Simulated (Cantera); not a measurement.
Input: 1 mol Zr, 2.4 mol NH3, 1.7 mol H2, held at 2525 K and 1.50 Pa.

Cantera equilibrium calculation (NASA polynomials, part measured and part estimated; ideal gas, pure solids and liquids). Candidate condensed phases: Zr, ZrN; 11 gas species. Kinetics and transport are ignored.

Base state: H 0.813, N2 0.0949, Zr 0.0791, H2 0.0126, N 2.92e-5 (mole fractions); condensed: gas only.

### Question
What changes in the equilibrium state with this change: temperature from 2525 K to 1575 K?

### Answer
| species | before | after |
|---|---|---|
| H2 | 0.0126 | 0.874 |
| N2 | 0.0949 | 0.116 |
| H | 0.813 | 0.0100 |
| Zr | 0.0791 | <1e-9 |
| N | 2.92e-5 | <1e-9 |
| ZrN(s), mol | 0 | 1.00 |
ZrN: taken at fixed stoichiometry.
